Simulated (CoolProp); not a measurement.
Tetradecamethylhexasiloxane (MD4M) at several states: Z from the reference equation and from simpler models built on Tc = 380.0 °C, pc = 828.6 kPa, ω = 0.800; each cubic takes its own stable root.

Model: reference Helmholtz-energy equation of state, Thol 2019, in CoolProp.

```json
[
 {"T (°C)": "77.45", "p (kPa)": "1950", "phase": "liquid", "reference": "0.3658"},
 {"T (°C)": "129.45", "p (kPa)": "103", "phase": "liquid", "reference": "0.01800"},
 {"T (°C)": "100.25", "p (kPa)": "744", "phase": "liquid", "reference": "0.1350"},
 {"T (°C)": "90.15", "p (kPa)": "546", "phase": "liquid", "reference": "0.1006"},
 {"T (°C)": "155.65", "p (kPa)": "339", "phase": "liquid", "reference": "0.05753"}
]
```

Task: How far does each simpler model (van der Waals, Redlich-Kwong, Peng-Robinson) lie from the reference over these 5 states: mean and median of the absolute difference, and the worst?

Result: 
- van der Waals: mean 82.3 %, median 82.1 %, worst +83.7 % at 129.45 °C and 103 kPa
- Redlich-Kwong: mean 24.5 %, median 24.6 %, worst +25.0 % at 129.45 °C and 103 kPa
- Peng-Robinson: mean 2.3 %, median 2.7 %, worst +3.8 % at 77.45 °C and 1950 kPa
